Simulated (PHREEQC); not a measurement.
1 kg of water holding 0.016 mol Na2CO3, 0.0066 mol NaHCO3, 0.58 mol Na2SO4, 0.0044 mol KCl and 0.0087 mol NaCl is evaporated at 20 °C; the solids stay in contact with the brine. CO2 is held at log p = -3.4 (atm). Solids allowed: Arcanite, Burkeite, Glaserite, Halite, Kalicinite, Mirabilite, Misenite, Nahcolite, Natron, Sylvite, Thenardite, Trona. Others were left out.

The numbers come from PHREEQC with the Pitzer model, pitzer.dat.

Question: Predict ionic strength at water left (kg) = 0.6754, 0.5551, 0.1366.

Answer: 
```csv
water left (kg),ionic strength
0.6754,2.67
0.5551,3.25
0.1366,4.50
```

Complexes and solids missing from the database can't appear.
